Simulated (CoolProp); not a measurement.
Properties of R507A at several states (Tc = 343.8 K, pc = 37.05 bar, ω = 0.286).

The numbers come from the reference Helmholtz-energy equation of state, Lemmon 2003 in CoolProp. It is a pseudo-pure fit of the blend.

```
T (K)  p (bar)   phase  cv (kJ/(kg K))  speed of sound (m/s)  isothermal compressibility (1/MPa)  viscosity (µPa s)  conductivity (mW/(m K))
-----  -------  ------  --------------  --------------------  ----------------------------------  -----------------  -----------------------
315      0.641     gas          0.8074                 169.9                               15.74               12.9                     14.7
243.9     32.4  liquid          0.8364                 654.0                            0.002785                290                     87.8
250.7     9.98  liquid          0.8460                 602.8                            0.003397                254                     84.0
486.7    0.462     gas           1.063                 210.0                               21.67               19.3                     27.3
449       10.3     gas           1.023                 196.2                               1.010               18.2                     25.3
373.9     2.93     gas          0.9094                 182.2                               3.489               15.3                     19.2
```

Viscosity comes from a separate model (Geller 2000). Thermal conductivity comes from a separate model (Geller 2001).
